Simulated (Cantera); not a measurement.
Charge: 1 mol CO2, 0.011 mol SO2, 2.1 mol H2, at 2975 K and 1 atm.

These are equilibrium values from Cantera (NASA tables, ideal gas, pure condensed phases), not measurements of a reactor. Candidate condensed phases: C, C6H6, C7H8, C8H18, H2O, H2SO4, S; 123 gas species. Kinetics and transport are ignored.

Base state: H2 0.332, CO 0.275, H2O 0.253, H 0.0837, CO2 0.0285, OH 0.0207, O 0.00321, SO 0.00146 (mole fractions); condensed: gas only.

Problem. What changes in the equilibrium state with this change: H2 from 2.1 to 0.083 mol?

Solution. 
| species | before | after |
|---|---|---|
| CO2 | 0.0285 | 0.405 |
| CO | 0.275 | 0.347 |
| O2 | 0.000969 | 0.123 |
| H2 | 0.332 | 0.00457 |
| H2O | 0.253 | 0.0392 |
| O | 0.00321 | 0.0362 |
| H | 0.0837 | 0.00982 |
| OH | 0.0207 | 0.0274 |
| H2S | 7.90e-5 | 7.50e-8 |
| SH | 0.000415 | 3.36e-6 |

Problem. What changes in the equilibrium state with this change: CO2 replaced by H2O?

Solution. 
```csv
species,before,after
H2,0.332,0.582
H2O,0.253,0.284
H,0.0837,0.111
CO,0.275,0
CO2,0.0285,0
OH,0.0207,0.0176
O2,0.000969,0.000399
H2S,7.90e-5,0.000181
SO2,0.000812,0.000437
SH,0.000415,0.000717
```
